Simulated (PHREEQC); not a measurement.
0.33 g of hydrous ferric oxide (600 m²/g; 0.2 weak and 0.005 strong sites per Fe, Dzombak-Morel constants, diffuse double layer) in 1 kg of water with 0.05 mol/kgw of an inert sodium salt, at 25 °C; the pH is set by adding NaOH or the inert anion's acid. O2 is buffered at 0.21 atm. The system is closed to CO2. Precipitation was switched off in this run.

The numbers come from PHREEQC with the ion-association model, wateq4f.dat.

```csv
pH,surface charge σ (C/m²),surface potential ψ (mV)
3,0.357,169
3.5,0.335,166
4,0.294,160
5,…,…
5.5,0.130,118
6,0.089,…
6.5,0.058,78
7,…,56
8,0.003,6
8.5,-0.010,-20
9,-0.026,-45
```

**Question.** Fill in the missing entries.

**Answer.** 
- 5, surface charge σ (C/m²): 0.181
- 5, surface potential ψ (mV): 135
- 6, surface potential ψ (mV): 99
- 7, surface charge σ (C/m²): 0.034

Species that the database lacks are ignored. The oxide is taken as insoluble; below pH 4 it would dissolve.
